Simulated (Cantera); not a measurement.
Input: 1 mol CaO, 6.3 mol O2, 38 mol N2, equilibrated at 0.290 bar.

Method: chemical equilibrium by Gibbs-energy minimisation in Cantera with the NASA 1993 tables (ideal gas, pure condensed phases). Candidate condensed phases: Ca, CaO; 12 gas species. Rates play no part. All values below are at 1673 K.

Base state: N2 0.857, O2 0.141, NO 0.00223, O 2.33e-5 (mole fractions); condensed: CaO(s).

Question: What changes in the equilibrium state with this change: 0.91 mol NH3 added?

Answer: 
```
species       before     after
-----------  -------  --------
N2             0.857     0.845
O2             0.141     0.123
H2O                0    0.0299
OH                 0  0.000197
NO           0.00223   0.00207
O            2.33e-5   2.17e-5
CaO(s), mol     1.00     1.000
```
Further candidate phases: Ca(OH)2, H2O.
